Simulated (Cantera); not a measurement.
A closed system holds: 1 mol SiCl4, 0.0073 mol Cl2, 5.9 mol H2, at 898 K.

Equilibrium computed with Cantera from the NASA thermochemical tables; the gas is ideal and each condensed phase is pure. Candidate condensed phases: Si; 19 gas species. The tables' values for SiCl3 are old estimates; treat these amounts as uncertain. Equilibrium is a limit: real reactors are often held back by kinetics, nucleation or transport.

### Question
At 1500 Torr, list the 4 most abundant gas species with their mole fractions, and the condensed phases.

### Answer
H2 0.837, SiCl4 0.128, HCl 0.0186, SiHCl3 0.0161. Condensed: gas only.
